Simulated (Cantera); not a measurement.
Input: 1 mol Al(CH3)3, 0.64 mol NH3, 220 mol N2, held at 1600 Pa.

Cantera equilibrium calculation (NASA polynomials, part measured and part estimated; ideal gas, pure solids and liquids). Candidate condensed phases: Al, AlN, C, C6H6, C7H8, C8H18; 97 gas species. The feed counts by its element totals alone. The numbers say what is thermodynamically allowed, not how fast it happens. All values below are at 2173 K.

Base state: N2 0.967, H2 0.0193, H 0.00530, Al 0.00438, HCN 0.00377, HNC 0.000286, C2H2 (acetylene) 4.26e-5, CN 3.50e-5 (mole fractions); condensed: C(graphite).

Task: What changes in the equilibrium state with this change: Al(CH3)3 replaced by Al?

Result: 
| species | before | after |
|---|---|---|
| N2 | 0.967 | 0.990 |
| Al | 0.00438 | 0.00449 |
| H2 | 0.0193 | 0.00323 |
| HCN | 0.00377 | 0 |
| HNC | 0.000286 | 0 |
| C2H2 (acetylene) | 4.26e-5 | 0 |
| C(graphite), mol | 2.05 | 0 |
